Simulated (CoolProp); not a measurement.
Values from CoolProp's reference Helmholtz-energy equation of state, Akasaka 2019.

Q: Give the vapour pressure (MPa), liquid density (kg/m³), vapour density (kg/m³), enthalpy of vaporisation (kJ/kg) of saturated R1234ze(Z) at 397.2 K.

A: 
```json
[
 {"T (K)": "397.2", "p (MPa)": "2.19", "liquid density (kg/m³)": "861", "vapour density (kg/m³)": "127", "enthalpy of vaporisation (kJ/kg)": "111"}
]
```
